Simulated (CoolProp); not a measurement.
CH2F2 (R32) at several states: Z from the reference equation and from simpler models built on Tc = 351.3 K, pc = 57.83 bar, ω = 0.277; each cubic takes its own stable root.

Computed with CoolProp (reference Helmholtz-energy equation of state, Tillner-Roth 1997).

```
T (K)  p (bar)   phase  reference  van der Waals  Redlich-Kwong  Soave-Redlich-Kwong
-----  -------  ------  ---------  -------------  -------------  -------------------
209.9    0.694  liquid   0.001662         0.9882         0.9829             0.002137
421.6     2.61     gas     0.9910         0.9914         0.9910               0.9921
267.7      2.5     gas     0.9528         0.9751         0.9676               0.9643
212.5     1.76  liquid   0.004187         0.9704       0.005566             0.005381
328.5     3.64     gas     0.9683         0.9776         0.9735               0.9727
404.2    0.501     gas     0.9980         0.9982         0.9980               0.9982
```

At some of these states van der Waals, Redlich-Kwong gives the other phase, because its saturation line lies elsewhere.
